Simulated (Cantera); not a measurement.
Feed: 1 mol SiO2, 2.7 mol CO, 0.46 mol H2, 0.63 mol CH4, at 1752 °C and 82000 Pa.

Cantera equilibrium calculation (NASA polynomials, part measured and part estimated; ideal gas, pure solids and liquids). Candidate condensed phases: C, C6H6, C7H8, C8H18, H2O, Si, SiC, SiO2; 123 gas species. The tables hold silica as quartz up to 1696 K and as liquid above; real silica turns to tridymite and cristobalite and melts near 1996 K. Rates play no part.

Base state: CO 0.585, H2 0.302, SiO 0.111, H 0.00117, H2O 0.000350, CO2 0.000145 (mole fractions); condensed: SiO2(l).

Question: What changes in the equilibrium state with this change: CH4 from 0.63 to 4 mol?

Answer: 
```tsv
species	before	after
H2	0.302	0.641
CO	0.585	0.353
SiO	0.111	0.00348
C2H2 (acetylene)	5.27e-7	0.000580
CH4	1.30e-6	0.000134
CO2	0.000145	2.33e-6
H2O	0.000350	1.97e-5
SiO2(l), mol	0.367	0
C(graphite), mol	0	1.08
SiC(s), mol	0	0.954
```
